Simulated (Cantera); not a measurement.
Input: 1 mol SiCl₄, 0.97 mol NH₃, 4.4 mol H₂, held at 1.20 Torr.

Equilibrium computed with Cantera from the NASA thermochemical tables; the gas is ideal and each condensed phase is pure. Candidate condensed phases: NH₄Cl, Si, Si₃N₄; 28 gas species. Kinetics and transport are ignored.

### Question
Which condensed phases are stable at each of these points (T (K)): 925, 1075, 1225, 1375, 1525, 1675, 1825?

### Answer
| T (K) | condensed phases | Si condensed (%) |
|---|---|---|
| 925 | Si₃N₄(s) | 64.3 |
| 1075 | Si₃N₄(s) | 66.9 |
| 1225 | Si₃N₄(s) | 63.3 |
| 1375 | Si₃N₄(s) | 31.3 |
| 1525 | gas only | 0.0 |
| 1675 | gas only | 0.0 |
| 1825 | gas only | 0.0 |

From 925 K to 1375 K the condensed part is Si₃N₄(s). From 1525 K to 1825 K nothing is condensed.
